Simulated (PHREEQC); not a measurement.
## Silver or lead bath

Consider water at 73 °C with 0.02 mol PbCl2, 0.00028 mol NaNO3 and 0.041 mol Zn(NO3)2 per kg of water. Closed to the air; pH follows from the charge balance.

All values are PHREEQC results (ion-association model, wateq4f.dat), not measurements.

| Quantity | Value |
|---|---|
| pH | 4.69 |
| ionic strength | 0.151 mol/kgw |

| species | molality | activity | log γ |
|---|---|---|---|
| NO3- | 0.0793 | 0.0553 | -0.157 |
| Zn+2 | 0.0358 | 0.0116 | -0.489 |
| Cl- | 0.0268 | 0.0191 | -0.147 |
| Pb+2 | 0.00914 | 0.00271 | -0.527 |
| PbCl+ | 0.00777 | 0.00574 | -0.132 |
| ZnCl+ | 0.00512 | 0.00368 | -0.143 |
| PbNO3+ | 0.00300 | 0.00222 | -0.132 |
| Na+ | 0.000280 | 0.000207 | -0.132 |
| ZnCl2 | 8.38e-5 | 8.68e-5 | 0.015 |
| PbCl2 | 7.73e-5 | 8.01e-5 | 0.015 |
| H+ | 2.57e-5 | 2.04e-5 | -0.100 |
| ZnOH+ | 1.94e-5 | 1.43e-5 | -0.132 |

This is a speciation only: nothing precipitates in the calculation. The solution is supersaturated, for example in Pb(OH)2, so a real one may precipitate; this is no full list. At this temperature some constants are extrapolated from 25 °C, and those without enthalpy data are left unchanged.
